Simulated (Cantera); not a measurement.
Feed: 1 mol Fe₃O₄, 1.4 mol CH₄, 0.13 mol H₂, equilibrated at 0.180 bar.

Cantera equilibrium calculation (NASA polynomials, part measured and part estimated; ideal gas, pure solids and liquids). Candidate condensed phases: C, C₆H₆, C₇H₈, C₈H₁₈, Fe, Fe(CO)₅, FeO, Fe(OH)₂, Fe(OH)₃, Fe₂O₃, Fe₃O₄, H₂O; 114 gas species. Each liquid is taken as pure. Mutual solubility and eutectic melting of coexisting phases are not modelled. The tables' stoichiometric FeO is somewhat more stable than real wüstite, so its field is too wide. FeO: taken at fixed stoichiometry. Equilibrium is a limit: real reactors are often held back by kinetics, nucleation or transport.

x: gas mole fraction; n: condensed amount in mol.

```
T (K)   x H₂   x CO      x Fe  x H₂O   x CO₂       x H  n Fe(γ)  n FeO(s)  n Fe(δ)  n FeO(l)  n Fe(l)
-----  -----  -----  --------  -----  ------  --------  -------  --------  -------  --------  -------
1448   0.485  0.277   2.65e-7  0.192  0.0463   1.51e-5     1.43      1.57        0         0        0
1548   0.471  0.279   2.24e-6  0.206  0.0439   4.98e-5     1.48      1.52        0         0        0
1648   0.459  0.282   1.45e-5  0.218  0.0418  0.000142     1.52      1.48        0         0        0
1748   0.462  0.287   7.51e-5  0.214  0.0367  0.000366        0         0     1.48      1.51        0
1848   0.464  0.290  0.000317  0.212  0.0331  0.000851        0         0        0      1.54     1.46
1948   0.460  0.292   0.00111  0.214  0.0309   0.00181        0         0        0      1.54     1.46
2048   0.456  0.293   0.00343  0.215  0.0291   0.00356        0         0        0      1.53     1.45
2148   0.449  0.292         ?  0.215  0.0273         ?        0         0        0      1.53     1.42
2248   0.438  0.288         ?  0.212  0.0256         ?        0         0        0      1.53     1.36
2348   0.418  0.278    0.0547  0.203  0.0235    0.0188        0         0        0      1.53     1.21
2448   0.382  0.258     0.117  0.187  0.0209    0.0290        0         0        0      1.53    0.871
2548   0.318  0.220     0.236  0.156  0.0171    0.0411        0         0        0      1.51   0.0650
```

Complete the blanks.


- 2248, x Fe: 0.0237
- 2248, x H: 0.0115
- 2148, x Fe: 0.00945
- 2148, x H: 0.00659
